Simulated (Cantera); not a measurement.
**Moist CO burnout**

An isothermal, constant-pressure homogeneous reactor starts with 2.85 % CO, 1.80 % O2, 0.512 % H2O, 94.8 % N2, at 1025 K and 5.00 bar.

Model: GRI-Mech 3.0 (53 species, 325 reactions), integrated in Cantera.

| t (s) | x CO | x O2 | x H2O | x NO | x H2O2 | x H2 |
|---|---|---|---|---|---|---|
| 0.000100 | 0.0285 | 0.0180 | 0.00512 | <1e-12 | <1e-12 | <1e-12 |
| 0.000315 | 0.0285 | 0.0180 | 0.00512 | <1e-12 | <1e-12 | 1.34e-12 |
| 0.000990 | 0.0285 | 0.0180 | 0.00512 | <1e-12 | <1e-12 | 1.03e-11 |
| 0.00312 | 0.0285 | 0.0180 | 0.00512 | <1e-12 | 2.68e-12 | 9.21e-11 |
| 0.00981 | 0.0285 | 0.0180 | 0.00512 | <1e-12 | 1.02e-10 | 1.27e-9 |
| 0.0309 | 0.0284 | 0.0180 | 0.00512 | <1e-12 | 4.50e-8 | 7.97e-8 |
| 0.0972 | 0.0276 | 0.0176 | 0.00512 | 3.25e-12 | 6.83e-7 | 5.31e-6 |
| 0.306 | 0.0243 | 0.0160 | 0.00511 | 4.67e-11 | 8.07e-7 | 2.07e-5 |
| 0.962 | 0.0158 | 0.0118 | 0.00512 | 4.36e-10 | 7.16e-7 | 3.01e-5 |
| 3.03 | 0.00485 | 0.00627 | 0.00516 | 1.96e-9 | 3.01e-7 | 1.69e-5 |
| 9.53 | 0.000430 | 0.00406 | 0.00519 | 1.77e-9 | 2.72e-8 | 1.82e-6 |
| 30.0 | 2.50e-5 | 0.00386 | 0.00520 | 7.78e-10 | 5.52e-10 | 1.07e-7 |
x: mole fraction; the columns are a selection and need not sum to one.

Equilibrium at this temperature and pressure: CO 2.92e-11, O2 0.00385, H2O 0.00520, NO 6.15e-6, H2O2 2.77e-12, H2 6.82e-12 (gas phase only).
